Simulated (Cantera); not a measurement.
# Equilibrium for nitride etching: BN + O2 + H2

Charge: 1 mol BN, a varied amount of O2, 2.8 mol H2, held at 1325 °C and 0.800 bar.

Method: chemical equilibrium by Gibbs-energy minimisation in Cantera with the NASA 1993 tables (ideal gas, pure condensed phases). Candidate condensed phases: B, BN, B2O3, B3O3H3, H2O; 39 gas species. Mutual solubility and eutectic melting of coexisting phases are not modelled. Gases not in the tables: H3BO3. Equilibrium is a limit: real reactors are often held back by kinetics, nucleation or transport.

```json
[
 {"n(O2) (mol)": "0.42", "x H2": "0.903", "x H2O": "0.00280", "x N2": "0.0895", "x HBO2": "0.00323", "x (HBO2)3": "4.85e-7", "x HBO": "0.00101", "x B2O3": "0.000177", "n BN(s)": "0.448", "n B2O3(l)": "0.269"},
 {"n(O2) (mol)": "0.51", "x H2": "0.886", "x H2O": "0.00291", "x N2": "0.107", "x HBO2": "0.00329", "x (HBO2)3": "5.15e-7", "x HBO": "0.000967", "x B2O3": "0.000177", "n BN(s)": "0.329", "n B2O3(l)": "0.328"},
 {"n(O2) (mol)": "0.63", "x H2": "0.864", "x H2O": "0.00302", "x N2": "0.129", "x HBO2": "0.00335", "x (HBO2)3": "5.44e-7", "x HBO": "0.000925", "x B2O3": "0.000177", "n BN(s)": "0.169", "n B2O3(l)": "0.408"},
 {"n(O2) (mol)": "0.77", "x H2": "0.833", "x H2O": "0.00938", "x N2": "0.151", "x HBO2": "0.00591", "x (HBO2)3": "2.97e-6", "x HBO": "0.000507", "x B2O3": "0.000177", "n BN(s)": "0", "n B2O3(l)": "0.489"},
 {"n(O2) (mol)": "0.94", "x H2": "0.726", "x H2O": "0.104", "x N2": "0.150", "x HBO2": "0.0197", "x (HBO2)3": "0.000110", "x HBO": "0.000133", "x B2O3": "0.000177", "n BN(s)": "0", "n B2O3(l)": "0.466"},
 {"n(O2) (mol)": "1.1", "x H2": "0.628", "x H2O": "0.195", "x N2": "0.149", "x HBO2": "0.0270", "x (HBO2)3": "0.000283", "x HBO": "8.37e-5", "x B2O3": "0.000177", "n BN(s)": "0", "n B2O3(l)": "0.453"},
 {"n(O2) (mol)": "1.4", "x H2": "0.446", "x H2O": "0.367", "x N2": "0.149", "x HBO2": "0.0370", "x (HBO2)3": "0.000728", "x HBO": "4.34e-5", "x B2O3": "0.000177", "n BN(s)": "0", "n B2O3(l)": "0.434"},
 {"n(O2) (mol)": "1.7", "x H2": "0.267", "x H2O": "0.539", "x N2": "0.148", "x HBO2": "0.0448", "x (HBO2)3": "0.00129", "x HBO": "2.14e-5", "x B2O3": "0.000177", "n BN(s)": "0", "n B2O3(l)": "0.417"},
 {"n(O2) (mol)": "2.1", "x H2": "0.0295", "x H2O": "0.767", "x N2": "0.148", "x HBO2": "0.0534", "x (HBO2)3": "0.00220", "x HBO": "1.99e-6", "x B2O3": "0.000177", "n BN(s)": "0", "n B2O3(l)": "0.398"}
]
```
x: gas mole fraction; n: condensed amount in mol.

From 0.42 mol O2 to 0.63 mol O2 the condensed part is BN(s) + B2O3(l). From 0.77 mol O2 to 2.1 mol O2 the condensed part is B2O3(l). The share of B in condensed phases is highest at 0.42 mol O2 (98.6 %) and lowest at 2.1 mol O2 (79.5 %).
